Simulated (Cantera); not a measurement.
## acetone + CO2 + H2 (carbon deposition, reforming and gasification)

Input: 1 mol acetone, 3.5 mol CO2, 1.4 mol H2, equilibrated at 1 atm.

Method: chemical equilibrium by Gibbs-energy minimisation in Cantera with the NASA 1993 tables (ideal gas, pure condensed phases). Candidate condensed phases: C, C6H6, C7H8, C8H18, H2O; 110 gas species. The feed counts by its element totals alone. The numbers say what is thermodynamically allowed, not how fast it happens.

From 2248 K to 2773 K nothing is condensed. The main C-bearing gas is CO throughout.

```csv
T (K),log p CO,log p H2,log p H2O,log p H,log p CO2,log p OH,log p O
2248,-0.25,-0.52,-0.99,-2.39,-1.45,-3.68,-5.72
2323,-0.25,-0.52,-0.98,-2.22,-1.46,-3.46,-5.33
2398,-0.25,-0.53,-0.98,-2.07,-1.47,-3.26,-4.97
2473,-0.25,-0.53,-0.98,-1.92,-1.48,-3.06,-4.63
2548,-0.25,-0.54,-0.98,-1.78,-1.49,-2.88,-4.31
2623,-0.25,-0.54,-0.98,-1.65,-1.50,-2.71,-4.01
2698,-0.25,-0.55,-0.99,-1.52,-1.51,-2.55,-3.72
2773,-0.25,-0.56,-0.99,-1.41,-1.52,-2.40,-3.45
```
log p: log10 of the partial pressure in bar; nothing condenses.
